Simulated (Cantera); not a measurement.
Input (Python, Cantera):

```python
import numpy as np
import cantera as ct

gas = ct.Solution("gri30.yaml", transport_model="multicomponent")
show = ['NO', 'H2', 'H2O']

rows = []
print(f"{'T/K':>7s}{'rho':>11s}{'cp':>10s}{'mu':>11s}{'lambda':>11s}{'Pr':>7s}" + "".join(f"{'D_' + s:>11s}" for s in show))
for T in [400, 500, 600, 700, 800, 900, 1000]:
    gas.TPX = T, 20, {'O2': 0.34, 'CO2': 0.15, 'N2O': 0.42}
    Pr = gas.cp_mass * gas.viscosity / gas.thermal_conductivity
    D = [gas.mix_diff_coeffs_mole[gas.species_index(s)] for s in show]
    rows.append([gas.density, gas.cp_mass, gas.viscosity, gas.thermal_conductivity, Pr, *D])
    print(f"{T:7g}{gas.density:11.4e}{gas.cp_mass:10.1f}{gas.viscosity:11.4e}"
          f"{gas.thermal_conductivity:11.4e}{Pr:7.3f}" + "".join(f"{d:11.4e}" for d in D))
print("SI units: kg/m3, J/kg/K, Pa s, W/m/K, m2/s")
```

Result:

```
    T/K        rho        cp         mu     lambda     Pr       D_NO       D_H2      D_H2O
    400 2.3768e-04     955.6 2.1358e-05 2.8009e-02  0.729 1.4391e-01 5.8749e-01 1.6386e-01
    500 1.9014e-04    1015.8 2.5619e-05 3.5606e-02  0.731 2.1289e-01 8.5885e-01 2.5244e-01
    600 1.5845e-04    1066.8 2.9505e-05 4.3010e-02  0.732 2.9175e-01 1.1682e+00 3.5648e-01
    700 1.3582e-04    1109.9 3.3105e-05 5.0174e-02  0.732 3.7981e-01 1.5131e+00 4.7465e-01
    800 1.1884e-04    1146.0 3.6476e-05 5.7068e-02  0.732 4.7653e-01 1.8915e+00 6.0591e-01
    900 1.0563e-04    1176.1 3.9662e-05 6.3680e-02  0.733 5.8148e-01 2.3021e+00 7.4940e-01
   1000 9.5071e-05    1201.2 4.2692e-05 7.0017e-02  0.732 6.9430e-01 2.7434e+00 9.0444e-01
SI units: kg/m3, J/kg/K, Pa s, W/m/K, m2/s
```

Cantera simulation using GRI-Mech 3.0 (53 species, 325 reactions); the numbers are that mechanism's predictions, not measurements.
